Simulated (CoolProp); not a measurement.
R124 along the isobar 0.143 MPa: Z from the reference equation and from simpler models built on Tc = 395.4 K, pc = 3.624 MPa, ω = 0.288; each cubic takes its own stable root.

Computed with CoolProp (reference Helmholtz-energy equation of state, de Vries 1995).

| T (K) | phase | reference |
|---|---|---|
| 197.7 | liquid | 0.007193 |
| 211.9 | liquid | 0.006868 |
| 226.1 | liquid | 0.006595 |
| 240.3 | liquid | 0.006366 |
| 254.5 | liquid | 0.006175 |
| 268.7 | liquid | 0.006021 |
| 282.9 | gas | 0.9545 |
| 297.1 | gas | 0.9622 |
| 311.3 | gas | 0.9681 |
| 325.6 | gas | 0.9728 |

Question: How far does each simpler model (Redlich-Kwong, Soave-Redlich-Kwong) lie from the reference over these 10 states: mean and median of the absolute difference, and the worst?

Answer: 
- Redlich-Kwong: mean 3121.3 %, median 12.7 %, worst +15832.6 % at 268.7 K and 0.143 MPa
- Soave-Redlich-Kwong: mean 5.8 %, median 9.1 %, worst +10.0 % at 197.7 K and 0.143 MPa

At some of these states Redlich-Kwong gives the other phase, because its saturation line lies elsewhere.
